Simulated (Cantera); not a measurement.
# N2O furnace oxynitridation

An isothermal, constant-pressure homogeneous reactor starts with N2O : H2 : N2 = 1 : 0.024 : 7 (molar parts), at 1548 K and 6.08 Torr.

Detailed kinetics in Cantera: GRI-Mech 3.0 (53 species, 325 reactions). GRI-Mech 3.0 was tuned for natural gas; its chemistry of N2O as a main component is partial and can be far from experiment. Radical loss at walls, strong at low pressure, is not modelled. The temperature is held fixed by assumption; the heat of reaction is taken as removed at once.

| t (s) | x N2O | x H2 | x NO | x O | x O2 | x H2O |
|---|---|---|---|---|---|---|
| 8.00e-6 | 0.125 | 0.00299 | 4.00e-10 | 4.03e-7 | 5.32e-10 | 1.53e-12 |
| 2.41e-5 | 0.125 | 0.00299 | 3.59e-9 | 1.20e-6 | 4.76e-9 | 4.13e-11 |
| 7.25e-5 | 0.125 | 0.00299 | 3.24e-8 | 3.55e-6 | 4.25e-8 | 1.18e-9 |
| 0.000218 | 0.125 | 0.00299 | 2.90e-7 | 1.01e-5 | 3.70e-7 | 3.49e-8 |
| 0.000656 | 0.125 | 0.00299 | 2.45e-6 | 2.55e-5 | 3.00e-6 | 1.01e-6 |
| 0.00198 | 0.124 | 0.00294 | 1.79e-5 | 4.82e-5 | 2.05e-5 | 2.36e-5 |
| 0.00594 | 0.124 | 0.00257 | 0.000104 | 5.86e-5 | 0.000108 | 0.000328 |
| 0.0179 | 0.121 | 0.00119 | 0.000427 | 7.66e-5 | 0.000499 | 0.00168 |
| 0.0538 | 0.116 | 0.000140 | 0.00123 | 9.26e-5 | 0.00188 | 0.00278 |
| 0.162 | 0.106 | 2.63e-6 | 0.00347 | 9.57e-5 | 0.00567 | 0.00292 |
| 0.488 | 0.0799 | 1.19e-6 | 0.00898 | 9.29e-5 | 0.0151 | 0.00288 |
| 1.47 | 0.0350 | 1.56e-6 | 0.0181 | 8.64e-5 | 0.0317 | 0.00282 |
| 4.42 | 0.00311 | 2.06e-6 | 0.0241 | 7.64e-5 | 0.0438 | 0.00278 |
| 13.3 | 8.42e-6 | 7.26e-7 | 0.0246 | 2.52e-5 | 0.0450 | 0.00279 |
| 40.0 | 1.70e-7 | 5.23e-7 | 0.0246 | 1.82e-5 | 0.0450 | 0.00280 |
x: mole fraction; the columns are a selection and need not sum to one.

Equilibrium at this temperature and pressure: N2O 5.21e-9, H2 4.62e-7, NO 0.000877, O 2.03e-5, O2 0.0569, H2O 0.00280 (gas phase only).
